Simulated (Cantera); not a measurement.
A closed system holds: 1 mol AlN, 0.17 mol HCl, a varied amount of O₂, at 752 °C and 48.0 mbar.

Cantera equilibrium calculation (NASA polynomials, part measured and part estimated; ideal gas, pure solids and liquids). Candidate condensed phases: Al, AlCl₃, AlN, Al₂O₃, H₂O, NH₄Cl; 45 gas species. Mutual solubility and eutectic melting of coexisting phases are not modelled. Kinetics and transport are ignored.

x: gas mole fraction; n: condensed amount in mol.

| n(O₂) (mol) | x O₂ | x N₂ | x H₂ | x AlCl₃ | x HCl | x H₂O | x Cl₂ | n AlN(s) | n Al₂O₃(s) |
|---|---|---|---|---|---|---|---|---|---|
| 0.16 | <1e-12 | 0.470 | 0.252 | 0.168 | 0.110 | 5.12e-8 | 2.46e-12 | 0.740 | 0.107 |
| 0.23 | <1e-12 | 0.546 | 0.214 | 0.142 | 0.0982 | 4.56e-8 | 2.32e-12 | 0.647 | 0.153 |
| 0.32 | <1e-12 | … | … | … | … | … | … | … | … |
| 0.47 | <1e-12 | 0.695 | 0.140 | 0.0932 | 0.0718 | 3.23e-8 | 1.90e-12 | 0.328 | 0.313 |
| 0.67 | <1e-12 | 0.760 | 0.108 | 0.0722 | 0.0589 | 2.58e-8 | 1.65e-12 | 0.0621 | 0.447 |
| 0.96 | 0.229 | 0.575 | 4.34e-11 | 1.12e-9 | 0.145 | 0.0252 | 0.0250 | 0 | 0.500 |
| 1.4 | … | … | … | … | … | … | … | 0 | 0.500 |
| 2 | 0.649 | 0.262 | 1.42e-11 | 2.09e-10 | 0.0614 | 0.0138 | 0.0137 | 0 | 0.500 |
| 2.9 | 0.761 | 0.178 | 9.16e-12 | 1.08e-10 | 0.0412 | 0.00968 | 0.00955 | 0 | 0.500 |

Problem. Some entries are withheld; supply them.

Solution. 
- 0.32, x N₂: 0.616
- 0.32, x H₂: 0.179
- 0.32, x AlCl₃: 0.119
- 0.32, x HCl: 0.0862
- 0.32, x H₂O: 3.97e-8
- 0.32, x Cl₂: 2.14e-12
- 0.32, n AlN(s): 0.528
- 0.32, n Al₂O₃(s): 0.213
- 1.4, x O₂: 0.487
- 1.4, x N₂: 0.382
- 1.4, x H₂: 2.27e-11
- 1.4, x AlCl₃: 4.23e-10
- 1.4, x HCl: 0.0916
- 1.4, x H₂O: 0.0192
- 1.4, x Cl₂: 0.0190
